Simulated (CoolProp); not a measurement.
Computed with CoolProp (reference Helmholtz-energy equation of state, Lemmon 2006). It is a short technical equation, of lower accuracy than the large ones.

### Question
For carbon monoxide, give the phase and the cp (kJ/(kg K)) at 281.5 K and 709 kPa.

### Answer
- 281.5 K and 709 kPa: gas; cp 1.05
